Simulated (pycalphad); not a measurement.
Computed with pycalphad from the COST 507 light-alloy database (1999), at 1 atm. The data set is of 1999 and partly superseded. Not assessed as a whole: an extrapolation from subsystems, which can miss ternary compounds. Amounts are mole fractions of atoms.

**Question.** Give the equilibrium state of Al-5.473Sn-20.89Si (wt.%) at 377 °C.

**Answer.** 
```
T = 650.00 K, P = 101325 Pa, N = 1 mol of atoms
G = -21190 J/mol, H = 9304 J/mol, S = 46.91 J/(mol K)  (SER reference)
chemical potentials (J/mol): Al -22388, Sn -40152, Si -15618
phase             fraction      x(Al)      x(Sn)      x(Si)
FCC_A1              0.7759     0.9977   0.000406     0.0019
DIAMOND_A4          0.2099   6.54e-09   3.15e-07     1.0000
LIQUID              0.0141     0.0947     0.9052   5.76e-05
```

**Question.** Give the equilibrium state of Al-5.473Sn-20.89Si (wt.%) at 627 °C.

**Answer.** 
```
T = 900.00 K, P = 101325 Pa, N = 1 mol of atoms
G = -35225 J/mol, H = 30678 J/mol, S = 73.23 J/(mol K)  (SER reference)
chemical potentials (J/mol): Al -37094, Sn -76896, Si -25785
phase             fraction      x(Al)      x(Sn)      x(Si)
LIQUID              0.9260     0.8375     0.0141     0.1484
DIAMOND_A4          0.0740   1.87e-06   6.69e-08     1.0000
```

FCC_A1 is fcc; DIAMOND_A4 is diamond (Si).
